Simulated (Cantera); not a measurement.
A perfectly stirred reactor is fed with NH3 : H2 : N2 = 1 : 1.9 : 0.0034 (molar parts), at 750 Torr; it is held at 2300 K, and followed from long to short residence time.

Computed with Cantera and the gas-phase N/H chemistry of the illustrative SiF4/NH3 mechanism in the Surface Chemkin manual (1991). Walls and surfaces, which speed up NH3 decomposition in real reactors, are not modelled.

Question: Predict: x(NH3) at τ = 2.40 s; x(H2) at τ = 2.40 s; x(N) at τ = 2.40 s; x(NH) at τ = 2.40 s; x(NH2) at τ = 2.40 s; x(NH3) at τ = 47.0 ms; x(H2) at τ = 47.0 ms; x(N) at τ = 47.0 ms; x(NH) at τ = 47.0 ms; x(NH2) at τ = 47.0 ms.

Answer: 
```
Quantity                 Result
---------------------  --------
x(NH3) at τ = 2.40 s   0.000671
x(H2) at τ = 2.40 s       0.862
x(N) at τ = 2.40 s      2.37e-6
x(NH) at τ = 2.40 s     4.96e-6
x(NH2) at τ = 2.40 s    2.19e-5
x(NH3) at τ = 47.0 ms    0.0126
x(H2) at τ = 47.0 ms      0.858
x(N) at τ = 47.0 ms     7.58e-6
x(NH) at τ = 47.0 ms    2.87e-5
x(NH2) at τ = 47.0 ms  0.000230
```
